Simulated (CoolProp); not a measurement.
Model: reference Helmholtz-energy equation of state, Lemmon 2006, in CoolProp. It is a short technical equation, of lower accuracy than the large ones.

### Question
For carbon monoxide, give the phase and the cp (kJ/(kg K)), cv (kJ/(kg K)), speed of sound (m/s) at 184.2 K and 0.101 MPa.

### Answer
- 184.2 K and 0.101 MPa: gas; cp 1.04, cv 0.743, speed of sound 276
